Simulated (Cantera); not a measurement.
## Silicon epitaxy and polysilicon growth: SiCl4 + N2

A closed system holds: 1 mol SiCl4, 7.5 mol N2, equilibrated at 1273 K and 578 Torr.

Equilibrium computed with Cantera from the NASA thermochemical tables; the gas is ideal and each condensed phase is pure. Candidate condensed phases: Si, Si3N4; 13 gas species. The tables' values for SiCl3 are old estimates; treat these amounts as uncertain. The numbers say what is thermodynamically allowed, not how fast it happens.

```
Property                             Result
--------------------------------  ---------
x(N2)                                 0.882
x(SiCl4)                              0.118
x(SiCl3)                            3.78e-5
x(Cl)                               2.65e-5
x(Cl2)                              5.74e-6
gas amount                        8.500 mol
log10 activity of Si(s) (absent)     -10.68
```
